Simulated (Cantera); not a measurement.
Feed: 1 mol HI, 0.44 mol O2.

These are equilibrium values from Cantera (NASA tables, ideal gas, pure condensed phases), not measurements of a reactor. Candidate condensed phases: H2O, I2; 12 gas species. Each liquid is taken as pure. The ideal-gas law is rough above about 30 bar. Kinetics and transport are ignored.

**Question.** What condenses at these points (T in °C, P in Pa): (302, 30000000); (677, 3600000); (377, 420000); (227, 50000); (677, 30000000); (602, 3600000)?

**Answer.** 
| T (°C) | P in Pa | condensed phases |
|---|---|---|
| 302 | 30000000 | H2O + I2 |
| 677 | 3600000 | gas only |
| 377 | 420000 | gas only |
| 227 | 50000 | gas only |
| 677 | 30000000 | I2 |
| 602 | 3600000 | gas only |
